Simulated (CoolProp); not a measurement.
2000 sccm (0 °C, 1 atm) of nitrogen bubbles through liquid octamethyltrisiloxane (MDM) at 349.8 K and leaves saturated at a total pressure of 0.123 MPa (ideal gas phase). Each further row changes one setting.

Computed with CoolProp (reference Helmholtz-energy equation of state, Thol 2017).

| case | vapour pressure (kPa) | mole fraction of vapour | delivery (mg/min) | delivery (sccm) | change of delivery for a bath 1 K warmer (%) |
|---|---|---|---|---|---|
| as stated | 7.87 | ? | ? | 137 | ? |
| bath temperature 354.8 K | 9.73 | 0.0791 | 1810 | 172 | 4.6 |
| total pressure 0.246 MPa | 7.87 | 0.0320 | 697 | 66.1 | 4.6 |

Task: Some entries are withheld; supply them.

Result: 
- as stated, mole fraction of vapour: 0.0640
- as stated, delivery (mg/min): 1440
- as stated, change of delivery for a bath 1 K warmer (%): 4.7
